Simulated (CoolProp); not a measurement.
500 sccm (0 °C, 1 atm) of nitrogen bubbles through liquid o-xylene at 303.9 K and leaves saturated at a total pressure of 0.00864 MPa (ideal gas phase). Each further row changes one setting.

Computed with CoolProp (reference Helmholtz-energy equation of state, Zhou 2012).

| case | vapour pressure (kPa) | mole fraction of vapour | delivery (mg/min) | delivery (sccm) | change of delivery for a bath 1 K warmer (%) |
|---|---|---|---|---|---|
| as stated | 1.25 | … | 400 | … | … |
| bath temperature 308.9 K | … | 0.190 | 556 | … | 6.9 |
| total pressure 0.0173 MPa | 1.25 | … | … | 38.8 | … |

Fill in the missing entries.


- as stated, mole fraction of vapour: 0.144
- as stated, delivery (sccm): 84.4
- as stated, change of delivery for a bath 1 K warmer (%): 6.8
- bath temperature 308.9 K, vapour pressure (kPa): 1.64
- bath temperature 308.9 K, delivery (sccm): 117
- total pressure 0.0173 MPa, mole fraction of vapour: 0.0721
- total pressure 0.0173 MPa, delivery (mg/min): 184
- total pressure 0.0173 MPa, change of delivery for a bath 1 K warmer (%): 6.2
